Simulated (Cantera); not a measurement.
Pyrogenic steam for wet oxidation

An isothermal, constant-pressure homogeneous reactor starts with 10.4 % H2, 7.46 % O2, 82.1 % N2, at 975 K and 0.770 bar.

Model: the H2/O2 subset of GRI-Mech 3.0, which has no nitrogen chemistry, integrated in Cantera. The temperature is held fixed by assumption; the heat of reaction is taken as removed at once.

```csv
t (s),x H2,x O2,x H2O2,x HO2,x OH,x O
0.000100,0.104,0.0746,1.19e-12,7.53e-10,1.76e-11,5.66e-11
0.000300,0.104,0.0746,6.84e-11,2.53e-8,5.07e-10,1.64e-9
0.000903,0.102,0.0733,1.79e-6,4.03e-5,4.96e-5,8.31e-5
0.00271,0.00934,0.0282,4.06e-6,2.59e-5,1.51e-5,1.50e-5
0.00815,0.00791,0.0275,1.96e-5,1.79e-5,4.22e-7,4.53e-7
0.0245,0.00712,0.0271,3.18e-5,1.88e-5,6.54e-7,6.43e-7
0.0736,0.00498,0.0260,2.93e-5,1.64e-5,6.00e-7,5.33e-7
0.221,0.00214,0.0247,1.57e-5,1.10e-5,4.42e-7,3.00e-7
0.665,0.000436,0.0238,2.77e-6,4.34e-6,2.38e-7,7.24e-8
2.00,6.68e-5,0.0237,1.55e-7,1.00e-6,7.47e-8,5.41e-9
6.00,1.25e-5,0.0236,8.67e-9,2.29e-7,2.40e-8,3.87e-10
```
x: mole fraction; the columns are a selection and need not sum to one.

Equilibrium at this temperature and pressure: H2 3.35e-11, O2 0.0236, H2O2 3.02e-11, HO2 1.18e-10, OH 4.54e-8, O 1.27e-11 (gas phase only).
